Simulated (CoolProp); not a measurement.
A single-stage vapour-compression cycle with R21: evaporating at 288.15 K (dew point), condensing at 326.15 K (bubble point), superheat 10 K, subcooling 8 K, compressor efficiency 0.65, no pressure losses. Each further row changes one setting.

Model: reference Helmholtz-energy equation of state, Platzer 1990, in CoolProp. This equation is an older, rougher fit; its heat capacities, sound speeds and derivatives of the liquid may be far off and weren't checked against measurements.

| case | cooling COP | pressure ratio | discharge temperature (K) | refrigerating effect (kJ/kg) | volumetric capacity (kJ/m³) |
|---|---|---|---|---|---|
| as stated | 4.52 | 3.37 | 376.4 | 210 | 1160 |
| evaporating temperature 293.15 K | ? | 2.82 | ? | 213 | 1390 |
| condensing temperature 321.15 K | ? | ? | 367.0 | 216 | 1190 |
| subcooling 13 K | ? | 3.37 | 376.4 | 216 | 1190 |
| superheat 20 K | 4.48 | 3.37 | ? | 217 | 1150 |
| compressor efficiency 0.55 | ? | 3.37 | ? | 210 | 1160 |

Task: Some entries are withheld; supply them.

Result: 
- evaporating temperature 293.15 K, cooling COP: 5.37
- evaporating temperature 293.15 K, discharge temperature (K): 370.1
- condensing temperature 321.15 K, cooling COP: 5.28
- condensing temperature 321.15 K, pressure ratio: 2.93
- subcooling 13 K, cooling COP: 4.63
- superheat 20 K, discharge temperature (K): 387.7
- compressor efficiency 0.55, cooling COP: 3.82
- compressor efficiency 0.55, discharge temperature (K): 388.3
